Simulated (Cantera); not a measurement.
A Cantera script and its output.

```python
import numpy as np
import cantera as ct

gas = ct.Solution("gri30.yaml")
gas.TPX = 325, 18000, {'CH4': 1, 'H2': 0.047, 'O2': 2.2, 'N2': 10.4, 'H2O': 0.79}
flame = ct.FreeFlame(gas, width=0.13)
flame.set_refine_criteria(ratio=3, slope=0.08, curve=0.16)
flame.transport_model = "mixture-averaged"
flame.solve(loglevel=0, auto=True)
z, T = flame.grid, flame.T
thick = (T[-1] - T[0]) / np.gradient(T, z).max()
show = ['CH4', 'H2', 'O2', 'CH2', 'H2O2', 'NO2']
print(f"laminar burning velocity  {flame.velocity[0] * 100:.3f} cm/s")
print(f"burnt temperature         {T[-1]:.1f} K")
print(f"thermal thickness         {thick * 1e3:.4f} mm")
print(f"grid points               {len(z)}")
z0 = z[flame.heat_release_rate.argmax()]
print(f"{'z/mm':>9s}{'T/K':>9s}{'u/(m/s)':>9s}" + "".join(f"{s:>11s}" for s in show))
rows = []
for k in (-3, -2, -1.5, -1, -0.5, -0.25, 0, 0.25, 0.5, 1, 2, 4, 8):
    zz = z0 + k * thick
    rows.append([k * thick, np.interp(zz, z, T), np.interp(zz, z, flame.velocity),
                 *(np.interp(zz, z, flame.X[gas.species_index(s)]) for s in show)])
    print(f"{rows[-1][0] * 1e3:9.3f}{rows[-1][1]:9.1f}{rows[-1][2]:9.3f}" + "".join(f"{x:11.3e}" for x in rows[-1][3:]))
```

It prints:

```
laminar burning velocity  34.136 cm/s
burnt temperature         1855.6 K
thermal thickness         2.7916 mm
grid points               141
     z/mm      T/K  u/(m/s)        CH4         H2         O2        CH2       H2O2        NO2
   -8.375    325.1    0.342  6.923e-02  3.639e-03  1.523e-01  5.245e-20  4.844e-09  9.829e-12
   -5.583    325.9    0.343  6.912e-02  4.519e-03  1.522e-01  9.986e-17  7.624e-08  1.967e-10
   -4.187    330.3    0.348  6.879e-02  5.774e-03  1.517e-01  2.098e-14  5.075e-07  1.630e-09
   -2.792    376.4    0.398  6.623e-02  8.529e-03  1.488e-01  1.233e-11  4.629e-06  2.030e-08
   -1.396    734.0    0.784  4.772e-02  1.319e-02  1.232e-01  7.831e-08  9.104e-06  1.162e-08
   -0.698   1092.3    1.174  2.687e-02  1.543e-02  9.121e-02  2.241e-06  4.364e-06  2.508e-09
    0.000   1420.2    1.532  6.401e-03  1.521e-02  5.378e-02  1.546e-05  6.497e-07  9.217e-10
    0.698   1543.1    1.662  4.225e-04  1.152e-02  3.329e-02  2.793e-06  2.565e-07  1.954e-10
    1.396   1577.7    1.692  1.361e-05  9.779e-03  2.679e-02  1.101e-07  2.509e-07  1.624e-10
    2.792   1617.1    1.727  2.598e-08  9.338e-03  2.323e-02  2.589e-10  2.100e-07  1.787e-10
    5.583   1666.1    1.773  2.058e-12  8.473e-03  2.102e-02  2.717e-14  1.533e-07  2.185e-10
   11.167   1722.3    1.827  5.463e-18  6.768e-03  1.893e-02  3.725e-18  1.012e-07  2.964e-10
   22.333   1775.6    1.877  1.120e-18  4.781e-03  1.680e-02  7.779e-19  6.385e-08  4.398e-10
```

Cantera simulation using GRI-Mech 3.0 (53 species, 325 reactions); the numbers are that mechanism's predictions, not measurements. Burning velocities carry a grid error of a few per cent, more on coarse grids.
